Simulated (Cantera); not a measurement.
Input (Python, Cantera):

```python
import numpy as np
import cantera as ct

surf = ct.Interface("ptcombust.yaml", "Pt_surf")
gas = surf.adjacent["gas"]
gas.TPX = 975, 101325, {'CO': 0.012, 'O2': 0.025, 'N2': 0.79, 'H2O': 0.0066}
surf.TP = 975, 101325
reactor = ct.FlowReactor(gas, clone=False)
reactor.area = 0.0001  # m2
reactor.surface_area_to_volume_ratio = 120  # 1/m
reactor.mass_flow_rate = 1 * reactor.area * gas.density  # inlet velocity 1 m/s
reactor.energy_enabled = False
wall = ct.ReactorSurface(surf, reactor, clone=False)
net = ct.ReactorNet([reactor])
net.rtol, net.atol = 1e-8, 1e-16
show, cover = ['CO', 'O2', 'H2O', 'CO2'], ['PT(S)', 'H(S)', 'O(S)', 'OH(S)', 'CO(S)', 'C(S)']

rows = []
print(f"{'z/m':>9s}{'u/(m/s)':>9s}" + "".join(f"{s:>13s}" for s in show + cover))
for z in [0.00033, 0.00055, 0.00091, 0.0015, 0.0025, 0.0042, 0.0071, 0.012, 0.02, 0.033]:
    net.advance(z)
    rows.append([reactor.speed, *gas[show].X, *surf[cover].coverages])
    print(f"{z:9.4g}{rows[-1][0]:9.3g}" + "".join(f"{x:13.4e}" for x in rows[-1][1:]))
```

It prints:

```
      z/m  u/(m/s)           CO           O2          H2O          CO2        PT(S)         H(S)         O(S)        OH(S)        CO(S)         C(S)
  0.00033    0.996   6.1485e-03   2.5962e-02   7.9503e-03   8.3066e-03   7.3781e-01   9.8936e-06   2.0131e-02   5.3882e-04   2.4151e-01   7.6869e-10
  0.00055    0.993   8.9234e-04   2.3394e-02   7.9713e-03   1.3601e-02   3.1598e-01   4.7733e-07   6.8112e-01   2.0538e-03   8.4314e-04   3.3969e-14
  0.00091    0.993   2.9238e-04   2.3101e-02   7.9737e-03   1.4205e-02   2.6010e-01   3.4257e-07   7.3779e-01   1.9396e-03   1.7421e-04   5.3339e-15
   0.0015    0.993   6.3988e-05   2.2989e-02   7.9746e-03   1.4435e-02   2.4826e-01   3.1691e-07   7.4979e-01   1.9104e-03   3.4233e-05   9.8439e-16
   0.0025    0.993   5.4890e-06   2.2961e-02   7.9748e-03   1.4494e-02   2.4562e-01   3.1132e-07   7.5247e-01   1.9036e-03   2.8652e-06   8.1225e-17
   0.0042    0.993   8.7226e-08   2.2958e-02   7.9748e-03   1.4500e-02   2.4538e-01   3.1082e-07   7.5271e-01   1.9030e-03   4.5430e-08   1.2862e-18
   0.0071    0.993   7.4719e-11   2.2958e-02   7.9748e-03   1.4500e-02   2.4538e-01   3.1081e-07   7.5271e-01   1.9030e-03   3.8915e-11   1.1018e-21
    0.012    0.993   2.7802e-15   2.2958e-02   7.9748e-03   1.4500e-02   2.4538e-01   3.1081e-07   7.5271e-01   1.9030e-03   1.4480e-15   4.0995e-26
     0.02    0.993   1.9905e-15   2.2958e-02   7.9748e-03   1.4500e-02   2.4538e-01   3.1081e-07   7.5271e-01   1.9030e-03   1.0367e-15   2.9350e-26
    0.033    0.993   1.7964e-15   2.2958e-02   7.9748e-03   1.4500e-02   2.4538e-01   3.1081e-07   7.5271e-01   1.9030e-03   9.3559e-16   2.6488e-26
```

Cantera simulation using Deutschmann's 1995 Pt surface mechanism with GRI-Mech 3.0 gas chemistry; the numbers are that mechanism's predictions, not measurements. Catalytic surfaces can have several steady states; this one follows from the mechanism file's or the stated starting coverage. Mass transfer to the wall is taken as infinitely fast.
